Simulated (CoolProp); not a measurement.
Properties of tetrahydrofuran along the isotherm 514 K.

Model: reference Helmholtz-energy equation of state, Fiedler 2023, in CoolProp.

```tsv
p (kPa)	phase	Z	isothermal compressibility (1/MPa)	fugacity coefficient
995	gas	0.9201	1.099	0.9258
1990	gas	0.8256	0.6300	[?]
2980	gas	0.7051	0.5401	0.7770
3980	liquid	0.1212	0.03332	0.6752
4970	liquid	0.1472	0.02358	0.5570
5970	liquid	[?]	0.01847	0.4775
6960	liquid	0.1986	0.01533	0.4214
7960	liquid	[?]	0.01314	0.3790
```

**Question.** Complete the blanks.

**Answer.** 
- 1990, fugacity coefficient: 0.8518
- 5970, Z: 0.1732
- 7960, Z: 0.2239
